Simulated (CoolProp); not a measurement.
Properties of carbon monoxide at several states.

Values from CoolProp's reference Helmholtz-energy equation of state, Lemmon 2006. It is a short technical equation, of lower accuracy than the large ones.

| T (K) | p (MPa) | phase | cv (kJ/(kg K)) | speed of sound (m/s) | Joule-Thomson coefficient (K/MPa) | isothermal compressibility (1/MPa) | fugacity coefficient |
|---|---|---|---|---|---|---|---|
| 170.1 | 9.56 | supercritical | 0.8687 | 294.9 | ? | 0.1153 | 0.6508 |
| 367.6 | 0.0406 | gas | 0.7474 | 390.5 | 1.592 | 24.63 | 1.000 |
| 285.6 | 14.2 | supercritical | ? | 388.1 | 1.344 | 0.06622 | 0.9645 |
| 274.8 | 0.148 | gas | 0.7433 | 338.0 | ? | 6.763 | 0.9991 |

### Question
Some entries are withheld; supply them.

### Answer

- 170.1, Joule-Thomson coefficient (K/MPa): 2.812
- 285.6, cv (kJ/(kg K)): 0.7806
- 274.8, Joule-Thomson coefficient (K/MPa): 2.995
